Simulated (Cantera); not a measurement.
What does this Cantera script print?

```python
import numpy as np
import cantera as ct

gas_names = """
    CL CL2 H HCL H2 Si SiCL SiCL2 SiCL3 SiCL4 SiH SiHCL3 SiH2 SiH2CL2 SiH3 SiH3CL SiH4 Si2 Si3
""".split()
cond_names = """
    Si(cr) Si(L)
""".split()


# ... load() reads the species with a 1 bar reference pressure and builds the phases ...
atoms = {
    'SiCl4': {'Si': 1, 'CL': 4},
    'Cl2': {'CL': 2},
    'H2': {'H': 2},
}
top_T = {}  # K; cautious upper limits of use, not melting points


# ... equilibrate(T, P, feed) seeds the gas with the atoms and calls Mixture.equilibrate('TP', solver="vcs", rtol=1e-11, max_steps=5000) ...
results = []
T = 1423.15  # K
P = 18000  # Pa
for m in [0.49, 0.66, 0.88, 1.2, 1.6, 2.1, 2.9]:
    feed = {'SiCl4': 1, 'Cl2': 1.9, 'H2': m}  # mol
    mix = equilibrate(T, P, feed)
    results.append((T, P, feed, dict(zip(mix.species_names, mix.species_moles))))

top = {s: max(r[3][s] / sum(r[3][g] for g in gas_names) for r in results) for s in gas_names}
cols = sorted((s for s in top if top[s] > 0.001), key=lambda s: -top[s])[:8]
seen = [c for c in cond_names if any(r[3].get(c, 0) > 1e-12 for r in results)]
print("log10 of partial pressures in bar; condensed amounts in mol")
print(f"{'n(H2)':>10s}" + "".join(f"{s[:9]:>10s}" for s in cols + seen))
for T, P, feed, n in results:
    ng = sum(n[g] for g in gas_names)
    print(f"{feed['H2']:10.4g}" + "".join(f"{np.log10(max(n[s] / ng * P / 1e5, 1e-99)):10.3f}" for s in cols)
          + "".join(f"{n.get(c, 0):10.4g}" for c in seen))
```

It prints:

```
log10 of partial pressures in bar; condensed amounts in mol
     n(H2)       HCL       CL2     SiCL4        H2        CL     SiCL3     SiCL2    SiHCL3
      0.49    -1.295    -1.164    -1.286    -9.012    -2.052    -5.718    -9.552   -10.113
      0.66    -1.185    -1.242    -1.306    -8.715    -2.091    -5.699    -9.494    -9.946
      0.88    -1.085    -1.356    -1.331    -8.402    -2.148    -5.667    -9.405    -9.757
       1.2    -0.984    -1.562    -1.364    -7.994    -2.251    -5.597    -9.233    -9.484
       1.6    -0.897    -1.992    -1.402    -7.388    -2.466    -5.420    -8.840    -9.003
       2.1    -0.861    -7.107    -1.464    -2.201    -5.023    -2.924    -3.787    -3.914
       2.9    -0.917    -7.874    -1.566    -1.548    -5.407    -2.643    -3.123    -3.306
```

Equilibrium computed with Cantera from the NASA thermochemical tables; the gas is ideal and each condensed phase is pure. The tables' values for SiCl3 are old estimates; treat these amounts as uncertain.
